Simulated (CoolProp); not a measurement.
Vapour-liquid equilibrium of carbon dioxide (1) + R143a (2) at 11.5 bar; x and y are mole fractions of (1).

The numbers come from the multi-fluid Helmholtz-energy mixture model, Span 1996 and Lemmon and Jacobsen 2000; pair parameters Bell 2016 in CoolProp.

Q: Give the bubble temperature and the first vapour's composition at x = 0.35, 0.65, 0.8. Is there an azeotrope?

A: x = 0.35: 261.6 K, y = 0.722; x = 0.65: 246.4 K, y = 0.902; x = 0.8: 241.9 K, y = 0.947. No azeotrope shows between x = 0.05 and 0.95.

Pair parameters are fitted to limited data, so mixtures are less certain than the pure fluids. The gap from Raoult's law changes sign with composition, which may be real or a fault of the pair parameters; it wasn't checked against measurements.
